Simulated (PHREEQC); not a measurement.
A column of 0.2 m (40 cells, dispersivity 0.016 m, 3600 s a shift, diffusion coefficient 3e-10 m²/s) holds 0.054 eq of the database's cation exchanger X per kg of pore water, first in equilibrium with 0.0012 mol MgCl2, 0.00065 mol LiCl, 0.02 mol ZnCl2 and 1e-05 mol HCl per kg of water. It is flushed with 0.029 mol/kgw MgCl2, 0.009 mol/kgw KBr and 1e-05 mol/kgw HCl, at 15 °C. Values are for the last cell. CO2 from the air is kept out. No solid was allowed to form.

Base run: PHREEQC, ion-association model, phreeqc.dat. Each further column changes one thing. The table gives K in solution (mol/kgw).

```json
[
 {"pore volumes": "0", "base": "0", "exchange capacity from 0.054 to 0.027 eq/kgw": "0", "dispersivity from 0.016 to 0.032 m": "0"},
 {"pore volumes": "0.6375", "base": "6.15e-5", "exchange capacity from 0.054 to 0.027 eq/kgw": "0.000302", "dispersivity from 0.016 to 0.032 m": "0.000357"},
 {"pore volumes": "1.137", "base": "0.00168", "exchange capacity from 0.054 to 0.027 eq/kgw": "0.00339", "dispersivity from 0.016 to 0.032 m": "0.00251"},
 {"pore volumes": "1.762", "base": "0.00507", "exchange capacity from 0.054 to 0.027 eq/kgw": "0.00696", "dispersivity from 0.016 to 0.032 m": "0.00529"},
 {"pore volumes": "2.263", "base": "0.00688", "exchange capacity from 0.054 to 0.027 eq/kgw": "0.00820", "dispersivity from 0.016 to 0.032 m": "0.00673"},
 {"pore volumes": "2.888", "base": "0.00807", "exchange capacity from 0.054 to 0.027 eq/kgw": "0.00876", "dispersivity from 0.016 to 0.032 m": "0.00778"},
 {"pore volumes": "3.388", "base": "0.00853", "exchange capacity from 0.054 to 0.027 eq/kgw": "0.00891", "dispersivity from 0.016 to 0.032 m": "0.00826"},
 {"pore volumes": "4.013", "base": "0.00880", "exchange capacity from 0.054 to 0.027 eq/kgw": "0.00897", "dispersivity from 0.016 to 0.032 m": "0.00860"}
]
```
